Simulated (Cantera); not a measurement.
**Equilibrium for halide evaporation, hydrolysis and transport: BaF2 + O2 + N2**

Feed: 1 mol BaF2, 4.6 mol O2, 110 mol N2, held at 0.290 Pa.

These are equilibrium values from Cantera (NASA tables, ideal gas, pure condensed phases), not measurements of a reactor. Candidate condensed phases: Ba, BaF2, BaO; 20 gas species. Rates play no part.

From 1275 K to 1875 K nothing is condensed. The main Ba-bearing gas is BaF2 throughout.

| T (K) | x N2 | x O2 | x O | x BaF2 |
|---|---|---|---|---|
| 1275 | 0.951 | 0.0397 | 1.31e-5 | 0.00865 |
| 1325 | 0.951 | 0.0397 | 3.22e-5 | 0.00865 |
| 1375 | 0.951 | 0.0396 | 7.44e-5 | 0.00865 |
| 1425 | 0.951 | 0.0395 | 0.000162 | 0.00865 |
| 1475 | 0.951 | 0.0394 | 0.000334 | 0.00865 |
| 1525 | 0.951 | 0.0391 | 0.000658 | 0.00864 |
| 1575 | 0.951 | 0.0387 | 0.00124 | 0.00863 |
| 1625 | 0.950 | 0.0381 | 0.00223 | 0.00861 |
| 1675 | 0.949 | 0.0372 | 0.00387 | 0.00858 |
| 1725 | 0.948 | 0.0357 | 0.00644 | 0.00852 |
| 1775 | 0.946 | 0.0336 | 0.0103 | 0.00843 |
| 1825 | 0.943 | 0.0306 | 0.0158 | 0.00829 |
| 1875 | 0.939 | 0.0267 | 0.0231 | 0.00808 |
x: gas mole fraction; nothing condenses.
